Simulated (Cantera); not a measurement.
A perfectly stirred reactor is fed with CH₄ : O₂ : N₂ = 1 : 1.67 : 10.8 (molar parts), at 24000 Pa; it is adiabatic with a 798 K inlet, and is followed from long to short residence time, starting on the burning branch (τ in s: 0.086, 0.028, 0.0092, 0.003, 0.00099, 0.00032, 0.00011, 3.5e-05, 1.1e-05, 3.7e-06).

Cantera simulation using GRI-Mech 3.0 (53 species, 325 reactions); the numbers are that mechanism's predictions, not measurements.

### Question
What does this change do: pressure from 24000 Pa to 1000000 Pa?

### Answer
```tsv
quantity	before	after
blow-out, bracketed by the residence times tried	burning at 0.990 ms, out at 0.320 ms	burning at 0.320 ms, out at 0.110 ms
x(CH₄) at τ = 86.0 ms	1.16e-5	0.000139
x(O₂) at τ = 86.0 ms	0.00112	7.89e-5
x(HCO) at τ = 86.0 ms	1.48e-7	1.62e-8
x(C₂H) at τ = 86.0 ms	7.81e-11	1.12e-9
x(HCN) at τ = 86.0 ms	2.34e-6	6.44e-6
x(CH₄) at τ = 0.320 ms	0.0742	0.00250
x(O₂) at τ = 0.320 ms	0.124	0.00758
x(HCO) at τ = 0.320 ms	<1e-12	8.58e-7
x(C₂H) at τ = 0.320 ms	<1e-12	1.42e-7
x(HCN) at τ = 0.320 ms	<1e-12	2.17e-5
```

### Question
What does this change do: inlet temperature 798 to 700 K?

### Answer
```tsv
quantity	before	after
blow-out, bracketed by the residence times tried	burning at 0.990 ms, out at 0.320 ms	burning at 0.990 ms, out at 0.320 ms
x(CH₄) at τ = 86.0 ms	1.16e-5	1.42e-5
x(O₂) at τ = 86.0 ms	0.00112	0.000946
x(HCO) at τ = 86.0 ms	1.48e-7	1.61e-7
x(C₂H) at τ = 86.0 ms	7.81e-11	1.01e-10
x(HCN) at τ = 86.0 ms	2.34e-6	2.93e-6
x(CH₄) at τ = 0.320 ms	0.0742	0.0742
x(O₂) at τ = 0.320 ms	0.124	0.124
x(HCO) at τ = 0.320 ms	<1e-12	<1e-12
x(C₂H) at τ = 0.320 ms	<1e-12	<1e-12
x(HCN) at τ = 0.320 ms	<1e-12	<1e-12
```
